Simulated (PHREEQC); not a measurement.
Dissolve 0.74 mol HCl and 0.00079 mol H4SiO4 per kg of water at 25 °C. Closed to the air; pH follows from the charge balance.

Equilibrium calculation in PHREEQC: Pitzer model, pitzer.dat.

```json
{
 "pH": "0.14",
 "ionic_strength": "0.740 mol/kgw",
 "activity_of_water": "0.974",
 "density": "1.010 g/cm³",
 "osmotic_coefficient": "1.005",
 "total_alkalinity": "-740 meq/kg"
}
```

```
species  molality  activity   log γ
-------  --------  --------  ------
H+          0.740     0.720  -0.012
Cl-         0.740     0.461  -0.206
H4SiO4   0.000790  0.000790   0.000
```

Precipitation was switched off in this run.
